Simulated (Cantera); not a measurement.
Input (Python, Cantera):

```python
import numpy as np
import cantera as ct

gas = ct.Solution("gri30.yaml")
gas.TPX = 1775, 44000, {'CH4': 1, 'C2H6': 0.15, 'O2': 1.94, 'N2': 7.3}
reactor = ct.IdealGasConstPressureReactor(gas, energy="on", clone=False)
net = ct.ReactorNet([reactor])
net.rtol, net.atol = 1e-08, 1e-16
show = ['CH4', 'C2H6', 'O2', 'O', 'CH2CO', 'CO', 'H2O']
times = np.geomspace(4e-06, 0.2, 11)

steps = ct.SolutionArray(gas, extra=["t"])
rows = []
print(f"{'t/s':>10s}{'T/K':>9s}{'P/Pa':>11s}" + "".join(f"{s:>11s}" for s in show))
for t in times:
    while net.time < t:
        t_next = net.step()
        steps.append(gas.state, t=t_next)
    rows.append([np.interp(t, steps.t, y) for y in (steps.T, steps.P, *steps(*show).X.T)])
    print(f"{t:10.3e}{rows[-1][0]:9.1f}{rows[-1][1]:11.4g}" + "".join(f"{x:11.3e}" for x in rows[-1][2:]))
rate = np.gradient(steps.T, steps.t)
print("integrator steps:", len(steps.t))
if steps.T.max() > steps.T[0] + 200:
    print(f"time of steepest temperature rise: {steps.t[rate.argmax()]:.4e} s")
gas.TPX = 1775, 44000, {'CH4': 1, 'C2H6': 0.15, 'O2': 1.94, 'N2': 7.3}
gas.equilibrate("HP")
print(f"equilibrium (HP): T = {gas.T:.1f} K  " + "  ".join(f"{s} {gas[s].X[0]:.3e}" for s in show))
```

Output:

```
       t/s      T/K       P/Pa        CH4       C2H6         O2          O      CH2CO         CO        H2O
 4.000e-06   1767.7    4.4e+04  9.611e-02  1.354e-02  1.865e-01  3.381e-06  6.261e-09  1.891e-06  3.859e-05
 1.180e-05   1757.5    4.4e+04  9.514e-02  1.174e-02  1.855e-01  1.536e-05  1.867e-06  8.193e-05  6.600e-04
 3.482e-05   1786.5    4.4e+04  8.251e-02  5.616e-03  1.735e-01  6.470e-05  2.912e-04  4.333e-03  1.127e-02
 1.027e-04   2677.4    4.4e+04  4.497e-15  4.096e-29  1.164e-02  1.053e-02  6.534e-17  8.004e-02  1.326e-01
 3.031e-04   2725.2    4.4e+04  5.322e-15  4.171e-29  1.061e-02  9.397e-03  5.328e-17  7.937e-02  1.356e-01
 8.944e-04   2779.6    4.4e+04  9.843e-15  1.035e-28  9.294e-03  7.947e-03  9.323e-17  7.924e-02  1.395e-01
 2.639e-03   2788.7    4.4e+04  1.230e-14  1.469e-28  8.427e-03  7.238e-03  1.115e-16  7.949e-02  1.403e-01
 7.786e-03   2786.3    4.4e+04  1.273e-14  1.557e-28  8.122e-03  7.029e-03  1.138e-16  7.966e-02  1.402e-01
 2.297e-02   2786.2    4.4e+04  1.274e-14  1.560e-28  8.113e-03  7.024e-03  1.138e-16  7.966e-02  1.402e-01
 6.778e-02   2786.2    4.4e+04  1.274e-14  1.560e-28  8.113e-03  7.024e-03  1.138e-16  7.966e-02  1.402e-01
 2.000e-01   2786.2    4.4e+04  1.274e-14  1.560e-28  8.113e-03  7.024e-03  1.138e-16  7.966e-02  1.402e-01
integrator steps: 1473
time of steepest temperature rise: 7.4383e-05 s
equilibrium (HP): T = 2786.2 K  CH4 1.620e-14  C2H6 2.451e-28  O2 8.113e-03  O 7.024e-03  CH2CO 1.233e-16  CO 7.966e-02  H2O 1.402e-01
```

Computed with Cantera and GRI-Mech 3.0 (53 species, 325 reactions).
